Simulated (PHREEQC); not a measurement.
HNO3 is added in steps, without added water, to 1 kg of water holding 0.012 mol CaBr2, 0.028 mol Sr(OH)2 and 0.0055 mol NaAlO2, at 25 °C. Oxygen alone is held at its pressure in air (log pO2 = -0.68). No CO2 enters from the air. Only these solids could form: Portlandite, Gibbsite.

Base run: PHREEQC, ion-association model, wateq4f.dat. Each further column changes one thing. The table gives CaOH+ (mol/kgw).

```csv
HNO3 added (mol),base,diluted 5-fold with water,CaBr2 from 0.012 to 0.006 mol/kgw,NaAlO2 from 0.0055 to 0.00275 mol/kgw,no solid may form
0,0.00278,0.000217,0.00146,0.00279,0.00278
0.015,0.00215,2.00e-12,0.00114,0.00216,0.00215
0.03,0.00144,1.86e-14,0.000769,0.00145,0.00144
0.045,0.000775,0,0.000413,0.000656,0.000648
0.06,7.41e-5,0,3.97e-5,1.20e-11,2.59e-9
0.075,5.23e-12,0,2.64e-12,1.39e-13,1.06e-10
0.09,9.03e-14,0,4.60e-14,4.75e-14,9.03e-14
0.105,3.96e-14,0,2.01e-14,2.83e-14,3.96e-14
0.12,2.52e-14,0,1.28e-14,2.01e-14,2.52e-14
```

 In at least one series the solution becomes supersaturated in solids that the run did not let form, among them Gibbsite.
